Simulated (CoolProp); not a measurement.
Model: reference Helmholtz-energy equation of state, Lemmon 2006, in CoolProp. It is a short technical equation, of lower accuracy than the large ones.

Problem. For C2F6 (R116), give the phase and the cv (kJ/(kg K)), speed of sound (m/s), Joule-Thomson coefficient (K/MPa), expansivity (1/kK) at 44.35 °C and 123 bar; 90.35 °C and 16.1 bar; -67.75 °C and 71.9 bar.

Solution. 
- 44.35 °C and 123 bar: supercritical; cv 0.797, speed of sound 259, Joule-Thomson coefficient 0.505, expansivity 5.21
- 90.35 °C and 16.1 bar: gas; cv 0.816, speed of sound 143, Joule-Thomson coefficient 5.23, expansivity 3.81
- -67.75 °C and 71.9 bar: liquid; cv 0.645, speed of sound 563, Joule-Thomson coefficient -0.311, expansivity 2.59
